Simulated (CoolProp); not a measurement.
Model: reference Helmholtz-energy equation of state, Platzer 1990, in CoolProp. This equation is an older, rougher fit.

Question: For c-C4F8 (RC318), give the phase and the viscosity (µPa s), Prandtl number at 435.3 K and 0.0518 MPa.

Answer: 
- 435.3 K and 0.0518 MPa: gas; viscosity 16.7, Prandtl number 0.753

Viscosity comes from a separate model (Huber 2003), an estimate that may be off by 10 % or more. Thermal conductivity comes from a separate model (Huber 2003), an estimate that may be off by 10 % or more.
